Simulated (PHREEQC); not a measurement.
PHREEQC input (ion-association model, wateq4f.dat):

```
SOLUTION_SPECIES
  PO4-3 + 3H+ = H3PO4  # constants of phreeqc.dat
    -log_k 21.721
    -delta_h -10.1 kJ
  2 NO3- + 12 H+ + 10 e- = N2 + 6 H2O  # shut off: nitrate stays nitrate
    -log_k -100
    -delta_h 0
    -analytic -100
SOLUTION 1
  temp 25
  units mol/kgw
  pH 7 charge
  N(5) 0.028
  Cu(2) 0.014
  Cl 0.034073
  Na 0.034
SOLUTION 2
  temp 25
  units mol/kgw
  pH 7 charge
  P 0.0026
  Na 0.002675
  F 7.5e-05
END
SELECTED_OUTPUT 1
  -reset false
  -pH true
  -pe true
  -ionic_strength true
  -water true
  -totals Cl Cu F N Na P Cu(1) Cu(2) N(5) N(3)
    N(0) N(-3)
  -molalities H+ Cl- Cu+2 F- NO3- Na+ PO4-3 HPO4-2 H2PO4- NH3
    NaHPO4- O2 NH4+ OH- HF HF2- CuCl2- CuCl3-2 Cu+ CuCl+
    CuCl2 CuCl3- CuCl4-2 CuF+ CuOH+ Cu(OH)2 Cu(OH)3- Cu(OH)4-2 Cu2(OH)2+2 NO2-
    H2F2 NaF H3PO4
  -equilibrium_phases Cu(OH)2 Atacamite Cu2(OH)3NO3 Cu3(PO4)2:3H2O Halite CuF2:2H2O
PRINT
  -reset false
MIX 1
  1 1
  2 0
EQUILIBRIUM_PHASES 1
  Cu(OH)2 0 0
  Atacamite 0 0
  Cu2(OH)3NO3 0 0
  Cu3(PO4)2:3H2O 0 0
  Halite 0 0
  CuF2:2H2O 0 0
  O2(g) -0.68 10
END
# ... the last block is repeated for the other 20 points of share of solution B
```

Selected output (columns that matter, 13 of 21 rows; share of solution B added in front):

```
share of solution B	pH	mu	Cl	Cu	F	N	Na	P	m_H+	m_Cl-	m_Cu+2	m_F-	m_NO3-	Cu3(PO4)2:3H2O
0	4.1962	0.075005	0.034073	0.014	0	0.028	0.034	0	7.6032e-05	0.033537	0.013467	0	0.028	0
0.1	4.247	0.067839	0.030666	0.0126	7.5e-06	0.0252	0.030868	0.00026	6.7299e-05	0.030219	0.012154	6.3878e-06	0.0252	0
0.15	4.2736	0.064252	0.028962	0.0119	1.125e-05	0.0238	0.029301	0.00039	6.314e-05	0.028557	0.011495	9.6463e-06	0.0238	0
0.25	4.3293	0.057067	0.025555	0.0105	1.875e-05	0.021	0.026169	0.00065	5.5227e-05	0.025229	0.010172	1.6297e-05	0.021	0
0.35	4.3383	0.04986	0.022147	0.0090944	2.625e-05	0.0182	0.023036	0.00090628	5.3741e-05	0.021893	0.0088376	2.3012e-05	0.0182	1.861e-06
0.4	4.3283	0.046248	0.020444	0.0083899	3e-05	0.0168	0.02147	0.0010333	5.4798e-05	0.020223	0.0081662	2.6374e-05	0.0168	3.355e-06
0.5	4.3231	0.039016	0.017037	0.0069827	3.75e-05	0.014	0.018338	0.0012884	5.5021e-05	0.016876	0.0068194	3.3221e-05	0.014	5.7815e-06
0.6	4.3371	0.031772	0.013629	0.0055777	4.5e-05	0.0112	0.015205	0.0015451	5.278e-05	0.013521	0.0054668	4.0288e-05	0.0112	7.4404e-06
0.65	4.3523	0.028145	0.011926	0.0048762	4.875e-05	0.0098	0.013639	0.0016741	5.0688e-05	0.011841	0.0047882	4.3931e-05	0.0098	7.9468e-06
0.75	4.4054	0.020883	0.0085183	0.0034755	5.625e-05	0.007	0.010506	0.0019337	4.4285e-05	0.008472	0.0034265	5.1517e-05	0.007	8.1553e-06
0.85	4.5118	0.013612	0.005111	0.0020795	6.375e-05	0.0042	0.0073738	0.0021964	3.4078e-05	0.0050928	0.0020593	5.9688e-05	0.0042	6.8205e-06
0.9	4.6101	0.0099754	0.0034073	0.0013846	6.75e-05	0.0028	0.0058075	0.0023297	2.6865e-05	0.0033988	0.0013744	6.4124e-05	0.0028	5.1429e-06
1	4.9507	0.0027036	0	0	7.5e-05	0	0.002675	0.0026	1.1811e-05	0	0	7.373e-05	0	0
```

Species that the database lacks are ignored. H3PO4, which wateq4f.dat lacks, is added to it with the constant of phreeqc.dat. The database has no phosphate complexes of Cu.
